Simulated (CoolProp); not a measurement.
n-heptane at 430.99 K and 2.35 MPa flows at 0.24 m/s in a round tube of 2 mm bore and 45 µm roughness, fully developed (64/Re and Nu = 3.66 if laminar; Colebrook and Gnielinski if turbulent). Each further row changes one setting.

Computed with CoolProp (reference Helmholtz-energy equation of state, Span 2003). It is a short technical equation, of lower accuracy than the large ones.

```csv
case,Reynolds number,Darcy friction factor,pressure drop (Pa/m),heat-transfer coefficient (W/(m² K)),mass flow (kg/h)
as stated,2070,0.0310,249,162,1.52
velocity 0.48 m/s,4130,0.0586,1880,1550,3.03
diameter 4 mm,4130,0.0498,200,693,6.06
```

Viscosity comes from a separate model (Michailidou 2014). Thermal conductivity comes from a separate model (Assael 2013).
